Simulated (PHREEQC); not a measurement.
Solution (25 °C): 0.0041 mol/kgw Pb(NO3)2, 0.25 mol/kgw NiCl2 and 0.00024 mol/kgw HCl. Closed to the air; pH follows from the charge balance.

Model: ion-association model, wateq4f.dat, run in PHREEQC.

Precipitation was switched off in this run.

Task: Estimate the pH, ionic strength.

Result: pH 3.74; ionic strength 0.584 mol/kgw.

Task: In which forms is Ni present?

Result: Ni+2 71 %, NiCl+ 18 %, NiCl2 11 % of the Ni.
